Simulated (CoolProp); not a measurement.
The numbers come from the reference Helmholtz-energy equation of state, Tillner-Roth 1997 in CoolProp.

Q: For CH2F2 (R32), give the phase and the density (kg/m³), isothermal compressibility (1/MPa), viscosity (µPa s) at 257.9 K and 6.44 MPa; 277.6 K and 6.44 MPa; 316.9 K and 6.44 MPa.

A: 
- 257.9 K and 6.44 MPa: liquid; density 1120, isothermal compressibility 0.00231, viscosity 197
- 277.6 K and 6.44 MPa: liquid; density 1060, isothermal compressibility 0.00328, viscosity 156
- 316.9 K and 6.44 MPa: liquid; density 910, isothermal compressibility 0.00886, viscosity 96.8

Viscosity comes from a separate model (Bell 2016), an estimate that may be off by 10 % or more.
